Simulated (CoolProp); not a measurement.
Aqueous potassium formate as a coolant, 31 % by mass, freezing at -22.3 °C, 1 atm.

The numbers come from the Melinder's fits for secondary coolants in CoolProp.

```tsv
T (°C)	viscosity (mPa s)	cp (kJ/(kg K))	Prandtl number	density (kg/m³)
-15.3	4.47	3.052	27.5	1209
-9.1	3.59	3.063	21.9	1207
-3	2.96	3.074	17.8	1205
3.2	2.49	3.085	14.8	1203
9.4	2.13	3.096	12.5	1201
15.6	1.85	3.106	10.8	1198
21.8	1.63	3.117	9.37	1196
28	1.45	3.128	8.25	1194
34.1	1.30	3.139	7.35	1191
```
